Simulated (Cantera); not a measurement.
# Reactions in the system H-Ni-S

Source: NASA polynomial tables (part measured, part estimated), evaluated in Cantera. Values are per mole of reaction as written; species without (g) are pure solids or liquids, kept so even where they would boil at 1 bar.

NiS + 2 H(g) → H2S(g) + Ni

```json
[
 {"T (K)": "1198", "ΔH° (kJ)": "-398.6", "ΔS° (J/K)": "-93.2", "ΔG° (kJ)": "-287.0", "log10 K": "12.51", "condensed phases": "NiS(s), Ni(s)"},
 {"T (K)": "1298", "ΔH° (kJ)": "-431.9", "ΔS° (J/K)": "-119.8", "ΔG° (kJ)": "-276.3", "log10 K": "11.12", "condensed phases": "NiS(l), Ni(s)"},
 {"T (K)": "1398", "ΔH° (kJ)": "-435.2", "ΔS° (J/K)": "-122.3", "ΔG° (kJ)": "-264.2", "log10 K": "9.87", "condensed phases": "NiS(l), Ni(s)"},
 {"T (K)": "1498", "ΔH° (kJ)": "-438.4", "ΔS° (J/K)": "-124.5", "ΔG° (kJ)": "-251.9", "log10 K": "8.78", "condensed phases": "NiS(l), Ni(s)"},
 {"T (K)": "1598", "ΔH° (kJ)": "-441.4", "ΔS° (J/K)": "-126.4", "ΔG° (kJ)": "-239.3", "log10 K": "7.82", "condensed phases": "NiS(l), Ni(s)"},
 {"T (K)": "1698", "ΔH° (kJ)": "-444.2", "ΔS° (J/K)": "-128.1", "ΔG° (kJ)": "-226.6", "log10 K": "6.97", "condensed phases": "NiS(l), Ni(s)"},
 {"T (K)": "1798", "ΔH° (kJ)": "-429.6", "ΔS° (J/K)": "-119.7", "ΔG° (kJ)": "-214.4", "log10 K": "6.23", "condensed phases": "NiS(l), Ni(l)"},
 {"T (K)": "1898", "ΔH° (kJ)": "-432.2", "ΔS° (J/K)": "-121.1", "ΔG° (kJ)": "-202.4", "log10 K": "5.57", "condensed phases": "NiS(l), Ni(l)"},
 {"T (K)": "1998", "ΔH° (kJ)": "-434.7", "ΔS° (J/K)": "-122.4", "ΔG° (kJ)": "-190.2", "log10 K": "4.97", "condensed phases": "NiS(l), Ni(l)"},
 {"T (K)": "2098", "ΔH° (kJ)": "-437.1", "ΔS° (J/K)": "-123.6", "ΔG° (kJ)": "-177.9", "log10 K": "4.43", "condensed phases": "NiS(l), Ni(l)"},
 {"T (K)": "2198", "ΔH° (kJ)": "-439.5", "ΔS° (J/K)": "-124.7", "ΔG° (kJ)": "-165.5", "log10 K": "3.93", "condensed phases": "NiS(l), Ni(l)"}
]
```
